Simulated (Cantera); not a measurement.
## Metals in furnace atmospheres: Al + O2 + N2

Charge: 1 mol Al, 2.3 mol O2, 1 mol N2, held at 3.80 mbar.

Equilibrium computed with Cantera from the NASA thermochemical tables; the gas is ideal and each condensed phase is pure. Candidate condensed phases: Al, AlN, Al2O3; 16 gas species. The numbers say what is thermodynamically allowed, not how fast it happens.

From 773 K to 1973 K the condensed part is Al2O3(s).

| T (K) | x O2 | x N2 | x NO | x O | x NO2 | x N2O | x N | n Al2O3(s) |
|---|---|---|---|---|---|---|---|---|
| 773 | 0.608 | 0.392 | 1.49e-6 | <1e-12 | 6.56e-8 | 7.31e-12 | <1e-12 | 0.500 |
| 873 | 0.608 | 0.392 | 7.59e-6 | 2.40e-11 | 1.19e-7 | 3.16e-11 | <1e-12 | 0.500 |
| 973 | 0.608 | 0.392 | 2.77e-5 | 8.56e-10 | 1.90e-7 | 1.02e-10 | <1e-12 | 0.500 |
| 1073 | 0.608 | 0.392 | 7.93e-5 | 1.57e-8 | 2.80e-7 | 2.65e-10 | <1e-12 | 0.500 |
| 1173 | 0.608 | 0.392 | 0.000190 | 1.77e-7 | 3.86e-7 | 5.90e-10 | <1e-12 | 0.500 |
| 1273 | 0.608 | 0.392 | 0.000397 | 1.36e-6 | 5.07e-7 | 1.16e-9 | <1e-12 | 0.500 |
| 1373 | 0.607 | 0.392 | 0.000745 | 7.79e-6 | 6.41e-7 | 2.08e-9 | <1e-12 | 0.500 |
| 1473 | 0.607 | 0.392 | 0.00128 | 3.53e-5 | 7.85e-7 | 3.45e-9 | <1e-12 | 0.500 |
| 1573 | 0.607 | 0.391 | 0.00206 | 0.000132 | 9.39e-7 | 5.38e-9 | 3.66e-12 | 0.500 |
| 1673 | 0.606 | 0.391 | 0.00312 | 0.000422 | 1.10e-6 | 7.98e-9 | 3.26e-11 | 0.500 |
| 1773 | 0.605 | 0.390 | 0.00452 | 0.00118 | 1.26e-6 | 1.13e-8 | 2.27e-10 | 0.500 |
| 1873 | 0.602 | 0.388 | 0.00627 | 0.00298 | 1.43e-6 | 1.55e-8 | 1.29e-9 | 0.500 |
| 1973 | 0.598 | 0.387 | 0.00840 | 0.00680 | 1.59e-6 | 2.05e-8 | 6.13e-9 | 0.500 |
x: gas mole fraction; n: condensed amount in mol.
